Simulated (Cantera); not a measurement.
Equilibrium for carbon deposition, reforming and gasification: C₂H₆ + CO₂ + H₂

Feed: 1 mol C₂H₆, 0.26 mol CO₂, 21 mol H₂.

These are equilibrium values from Cantera (NASA tables, ideal gas, pure condensed phases), not measurements of a reactor. Candidate condensed phases: C, C₆H₆, C₇H₈, C₈H₁₈, H₂O; 110 gas species. The ideal-gas law is rough above about 30 bar. Kinetics and transport are ignored.

Problem. Map the stable condensed phases over T = 575, 625, 675, 725, 775, 825, 875, 925, 975, 1025, 1075 K and P in Pa = 10, 46, 220, 1000, 4600, 22000, 100000, 460000, 2200000, 10000000.

Solution. 
```
T in K \ P in Pa
               10       46      220     1000     4600    22000   100000   460000  2200000 10000000
   1075         A        A        A        A        A        A        A        B        B        B
   1025         A        A        A        A        A        A        A        B        B        B
    975         A        A        A        A        A        A        B        B        B        B
    925         A        A        A        A        A        A        B        B        B        B
    875         A        A        A        A        A        A        B        B        B        B
    825         A        A        A        A        A        B        B        B        B        B
    775         A        A        A        A        A        B        B        B        B        B
    725         A        A        A        A        B        B        B        B        B        B
    675         A        A        A        B        B        B        B        B        B        B
    625         A        A        A        B        B        B        B        B        B        B
    575         A        A        B        B        B        B        B        B        B        B
```
A: C; B: gas only.
